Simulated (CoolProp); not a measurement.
Vapour pressure (MPa) of octamethylcyclotetrasiloxane (D4): the reference equation beside estimates from Tc = 313.4 °C, pc = 1.347 MPa, ω = 0.598. Clausius-Clapeyron is anchored at 147.55 °C with a constant enthalpy of vaporisation of 42.01 kJ/mol.

Values from CoolProp's reference Helmholtz-energy equation of state, Thol 2015.

```csv
T (°C),reference,Lee-Kesler,Clausius-Clapeyron,van der Waals,Soave-Redlich-Kwong,Peng-Robinson
136.25,0.03276,0.03276,0.03341,0.2662,0.03278,0.03350
147.55,0.04654,0.04649,0.04654,0.3055,0.04657,0.04728
158.75,0.06440,0.06429,0.06355,0.3480,0.06450,0.06511
170.05,0.08749,0.08730,0.08564,0.3946,0.08777,0.08817
181.35,0.1166,0.1163,0.1137,0.4450,0.1172,0.1173
192.55,0.1523,0.1520,0.1486,0.4988,0.1535,0.1531
203.85,0.1964,0.1960,0.1921,0.5571,…,0.1975
215.15,0.2497,0.2493,0.2455,0.6196,0.2531,0.2512
226.45,0.3134,0.3131,0.3102,0.6862,0.3186,0.3158
237.65,0.3882,0.3880,0.3873,0.7564,0.3956,…
248.95,0.4768,0.4770,0.4797,0.8317,0.4869,0.4821
260.25,…,0.5812,0.5889,0.9113,0.5934,0.5878
271.45,0.6999,0.7016,0.7156,0.9948,0.7155,0.7095
282.75,0.8396,0.8425,0.8641,1.083,0.8571,0.8511
```

What belongs in the gaps?


- 203.85, Soave-Redlich-Kwong: 0.1985
- 237.65, Peng-Robinson: 0.3918
- 260.25, reference: 0.5805

Absolute difference from the reference over all 14 rows, mean and median: Lee-Kesler 0.2 and 0.2 %, Clausius-Clapeyron 1.6 and 1.8 %, van der Waals 237.0 and 165.9 %, Soave-Redlich-Kwong 1.2 and 1.2 %, Peng-Robinson 1.1 and 1.0 %.
